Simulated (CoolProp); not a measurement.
Model: reference Helmholtz-energy equation of state, Gao 2022, in CoolProp.

For n-perfluorohexane, give the phase and the density (kg/m³), isothermal compressibility (1/MPa), fugacity coefficient at 54.95 °C and 10.8 bar; 81.05 °C and 10.8 bar; 159.45 °C and 10.8 bar.


- 54.95 °C and 10.8 bar: liquid; density 1590, isothermal compressibility 0.00395, fugacity coefficient 0.0888
- 81.05 °C and 10.8 bar: liquid; density 1510, isothermal compressibility 0.00607, fugacity coefficient 0.191
- 159.45 °C and 10.8 bar: gas; density 151, isothermal compressibility 1.62, fugacity coefficient 0.757
